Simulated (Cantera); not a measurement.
Feed: 1 mol CO, 0.03 mol CO₂, at 2823 K and 1000 Pa.

Cantera equilibrium calculation (NASA polynomials, part measured and part estimated; ideal gas, pure solids and liquids). Candidate condensed phases: C; 12 gas species. The numbers say what is thermodynamically allowed, not how fast it happens.

Base state: CO 0.972, O 0.0139, CO₂ 0.0137, O₂ 0.000551 (mole fractions); condensed: gas only.

What changes in the equilibrium state with this change: temperature from 2823 K to 1298.15 K?


```tsv
species	before	after
CO	0.972	0.971
CO₂	0.0137	0.0291
O	0.0139	<1e-9
O₂	0.000551	<1e-9
```
